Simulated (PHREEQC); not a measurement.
Solution (25 °C): 0.052 mol/kgw Na2CO3 and 0.0069 mol/kgw KCl. Closed to the air; pH follows from the charge balance.

The numbers come from PHREEQC with the ion-association model, phreeqc.dat.

Precipitation was switched off in this run.

**Question.** Estimate the pH, ionic strength.

**Answer.** pH 11.19; ionic strength 0.124 mol/kgw.

**Question.** In which forms is C present?

**Answer.** CO3-2 61 %, NaCO3- 35 %, HCO3- 3.9 % of the C.

Species that the database lacks are ignored.
